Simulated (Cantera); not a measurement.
Source: NASA polynomial tables (part measured, part estimated), evaluated in Cantera. Values are per mole of reaction as written; species without (g) are pure solids or liquids, kept so even where they would boil at 1 bar.

Between 448 and 1048 K, where is each reaction favourable under standard conditions?
- 4 Cr + N2(g) → 2 Cr2N
- 3 H2(g) + N2(g) → 2 NH3(g)


- 4 Cr + N2(g) → 2 Cr2N: ΔG° is -181 kJ at 448 K and -97 kJ at 1048 K; it stays negative (K > 1). ΔH° is -237 kJ and ΔS° -134 J/K at 1048 K.
- 3 H2(g) + N2(g) → 2 NH3(g): ΔG° is -2 kJ at 448 K and 135 kJ at 1048 K; it changes sign between 448 and 523 K. ΔH° is -111 kJ and ΔS° -235 J/K at 1048 K.
